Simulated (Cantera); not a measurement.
Cantera run, input and output.

```python
import numpy as np
import cantera as ct

gas = ct.Solution("gri30.yaml")
gas.TP = 300, 100000
flame = ct.CounterflowDiffusionFlame(gas, width=0.02)
flame.fuel_inlet.X, flame.fuel_inlet.T = {'C3H8': 1, 'N2': 0.7}, 575
flame.oxidizer_inlet.X, flame.oxidizer_inlet.T = {'O2': 0.22, 'N2': 0.78}, 423
flame.set_refine_criteria(ratio=3, slope=0.12, curve=0.24, prune=0.03)
show = ['OH', 'H', 'NO', 'CO', 'C2H2']

rows = []
print(f"{'mdot':>8s}{'a_max':>10s}{'a_mean':>10s}{'Tmax/K':>9s}" + "".join(f"{s:>11s}" for s in show) + "   (peak mole fractions)")
for i, mdot in enumerate([0.25, 0.34, 0.46, 0.63, 0.86, 1.2, 1.6]):  # kg/m2/s on the oxidiser side
    flame.oxidizer_inlet.mdot, flame.fuel_inlet.mdot = mdot, 0.82 * mdot
    flame.solve(loglevel=0, auto=(i == 0))
    if flame.T.max() < max(575, 423) + 100:
        print(f"{mdot:8.3g}  no burning solution found from the previous one")
        break
    dT = np.abs(np.gradient(flame.T, flame.grid))
    rows.append([flame.strain_rate("max"), flame.strain_rate("mean"), flame.T.max(),
                 *(flame.X[gas.species_index(s)].max() for s in show), max(dT[0], dT[-1]) / dT.max()])
    print(f"{mdot:8.3g}{rows[-1][0]:10.1f}{rows[-1][1]:10.1f}{rows[-1][2]:9.1f}" + "".join(f"{x:11.3e}" for x in rows[-1][3:-1]))
```

Result:

```
    mdot     a_max    a_mean   Tmax/K         OH          H         NO         CO       C2H2   (peak mole fractions)
    0.25     165.8      28.3   2087.3  7.328e-03  3.947e-03  2.927e-04  6.570e-02  3.937e-02
    0.34     218.2      38.5   2069.2  7.331e-03  4.199e-03  2.770e-04  6.544e-02  3.775e-02
    0.46     286.6      52.1   2051.3  7.310e-03  4.444e-03  2.602e-04  6.520e-02  3.614e-02
    0.63     381.2      71.3   2033.0  7.263e-03  4.698e-03  2.412e-04  6.504e-02  3.446e-02
    0.86     506.4      97.3   2015.4  7.199e-03  4.947e-03  2.207e-04  6.501e-02  3.278e-02
     1.2     685.7     135.8   1994.6  7.067e-03  5.187e-03  1.955e-04  6.511e-02  3.085e-02
     1.6     890.0     181.1   1973.7  6.878e-03  5.349e-03  1.707e-04  6.533e-02  2.892e-02
```

Cantera simulation using GRI-Mech 3.0 (53 species, 325 reactions); the numbers are that mechanism's predictions, not measurements. GRI-Mech 3.0 was tuned for natural gas; its chemistry of propane as a main component is partial and can be far from experiment. GRI-Mech 3.0 has no aromatics or soot, which form on the fuel side of real flames. The maximum strain rate includes the flame's own expansion and is several times the mean.
